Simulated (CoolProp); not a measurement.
Vapour-liquid equilibrium of propylene (1) + R22 (2) at -30.15 °C; x and y are mole fractions of (1).

Computed with CoolProp (multi-fluid Helmholtz-energy mixture model, Lemmon 2013 and Kamei 1995; pair parameters Bell 2016).

```json
[
 {"x": "0.05", "bubble pressure (bar)": "1.697", "y at the bubble point": "0.086", "dew pressure at overall composition x (bar)": "1.668", "liquid density (mol/L)": "15.81"},
 {"x": "0.15", "bubble pressure (bar)": "1.813", "y at the bubble point": "0.225", "dew pressure at overall composition x (bar)": "1.750", "liquid density (mol/L)": "15.57"},
 {"x": "0.25", "bubble pressure (bar)": "1.905", "y at the bubble point": "0.338", "dew pressure at overall composition x (bar)": "1.834", "liquid density (mol/L)": "15.34"},
 {"x": "0.35", "bubble pressure (bar)": "1.977", "y at the bubble point": "0.433", "dew pressure at overall composition x (bar)": "1.915", "liquid density (mol/L)": "15.12"},
 {"x": "0.45", "bubble pressure (bar)": "2.034", "y at the bubble point": "0.519", "dew pressure at overall composition x (bar)": "1.989", "liquid density (mol/L)": "14.91"},
 {"x": "0.55", "bubble pressure (bar)": "2.077", "y at the bubble point": "0.599", "dew pressure at overall composition x (bar)": "2.052", "liquid density (mol/L)": "14.72"},
 {"x": "0.65", "bubble pressure (bar)": "2.107", "y at the bubble point": "0.679", "dew pressure at overall composition x (bar)": "2.097", "liquid density (mol/L)": "14.53"},
 {"x": "0.75", "bubble pressure (bar)": "2.124", "y at the bubble point": "0.760", "dew pressure at overall composition x (bar)": "2.123", "liquid density (mol/L)": "14.36"},
 {"x": "0.85", "bubble pressure (bar)": "2.128", "y at the bubble point": "0.848", "dew pressure at overall composition x (bar)": "2.128", "liquid density (mol/L)": "14.20"},
 {"x": "0.95", "bubble pressure (bar)": "2.117", "y at the bubble point": "0.946", "dew pressure at overall composition x (bar)": "2.116", "liquid density (mol/L)": "14.04"}
]
```

y crosses x between x = 0.75 and 0.85: the model has an azeotrope there.

Pair parameters are fitted to limited data, so mixtures are less certain than the pure fluids.
